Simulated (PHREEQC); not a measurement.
Solution (19 °C): 0.0013 mol/kgw MnCl2. It is in equilibrium with CO2 at log p = -1 (atm). Otherwise closed; pH follows from the charge balance.

Equilibrium calculation in PHREEQC: ion-association model, phreeqc.dat.

No solid was allowed to form.

Q: Estimate the pH.

A: pH 4.37.

Q: In which forms is C present?

A: CO2 99 %, HCO3- 1.0 % of the C.
